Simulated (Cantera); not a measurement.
Feed: 1 mol NaI, 0.43 mol H₂, 0.32 mol N₂, at 1223.15 K and 0.00760 bar.

These are equilibrium values from Cantera (NASA tables, ideal gas, pure condensed phases), not measurements of a reactor. Candidate condensed phases: I₂, Na, NaI; 16 gas species. Gases not in the tables: NaBr and NaI dimers. The numbers say what is thermodynamically allowed, not how fast it happens.

Task: What is the equilibrium state?

Result: x(NaI): 0.570
x(H₂): 0.245
x(N₂): 0.183
x(Na): 0.000756
x(I): 0.000454
x(HI): 0.000302
x(H): 1.71e-6
gas amount: 1.751 mol
log10 activity of Na(l) (absent): -5.44
log10 activity of I₂(l) (absent): -12.10
